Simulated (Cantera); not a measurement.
An isothermal, constant-pressure homogeneous reactor starts with CO : O2 : H2O : N2 = 0.01 : 0.063 : 0.0038 : 1 (molar parts), equivalence ratio 0.079, at 1073 K and 760 Torr.

Cantera simulation using GRI-Mech 3.0 (53 species, 325 reactions); the numbers are that mechanism's predictions, not measurements.

x: mole fraction; the columns are a selection and need not sum to one.

```
t (s)         x CO    x O2    x H2O       x H    x H2O2
--------  --------  ------  -------  --------  --------
6.00e-6    0.00929  0.0585  0.00353    <1e-12    <1e-12
2.63e-5    0.00929  0.0585  0.00353    <1e-12    <1e-12
0.000115   0.00929  0.0585  0.00353  1.41e-12    <1e-12
0.000505   0.00929  0.0585  0.00353  1.50e-11    <1e-12
0.00221    0.00929  0.0585  0.00353  1.35e-10    <1e-12
0.00968    0.00928  0.0585  0.00353   1.57e-8       ___
0.0424     0.00551  0.0567  0.00352   1.38e-6       ___
0.186     0.000971  0.0546  0.00354   1.24e-7       ___
0.814      5.06e-5  0.0541  0.00354   2.37e-9       ___
3.57       9.22e-7  0.0541  0.00355  1.34e-11  1.38e-10
15.6       5.52e-9  0.0541  0.00355    <1e-12  2.23e-11
68.5      4.25e-11  0.0541  0.00355    <1e-12  1.23e-11
300       2.48e-11  0.0541  0.00355    <1e-12  5.68e-12
```

Q: What belongs in the gaps?

A: 
- 0.00968, x H2O2: 3.61e-9
- 0.0424, x H2O2: 2.93e-7
- 0.186, x H2O2: 9.75e-8
- 0.814, x H2O2: 3.72e-9
